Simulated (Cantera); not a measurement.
A closed system holds: 1 mol Si(CH₃)₄, 0.26 mol C₂H₄, 27 mol H₂, 0.62 mol HCl, equilibrated at 1000 Pa.

Cantera equilibrium calculation (NASA polynomials, part measured and part estimated; ideal gas, pure solids and liquids). Candidate condensed phases: C, C₆H₆, C₇H₈, C₈H₁₈, Si, SiC; 109 gas species. Gases not in the tables: Si₂H₆ and higher silanes. Rates play no part.

Problem. Which condensed phases are stable at each of these points (T (°C)): 725, 925, 1125, 1325, 1525, 1725, 1925, 2125, 2325?

Solution. 
```
T (°C)      condensed phases  Si condensed (%)
------  --------------------  ----------------
725     C(graphite) + SiC(s)             100.0
925     C(graphite) + SiC(s)             100.0
1125    C(graphite) + SiC(s)             100.0
1325    C(graphite) + SiC(s)             100.0
1525    C(graphite) + SiC(s)              99.9
1725    C(graphite) + SiC(s)              98.9
1925    C(graphite) + SiC(s)              82.3
2125             C(graphite)               0.0
2325             C(graphite)               0.0
```

From 725 °C to 1925 °C the condensed part is C(graphite) + SiC(s). From 2125 °C to 2325 °C the condensed part is C(graphite).
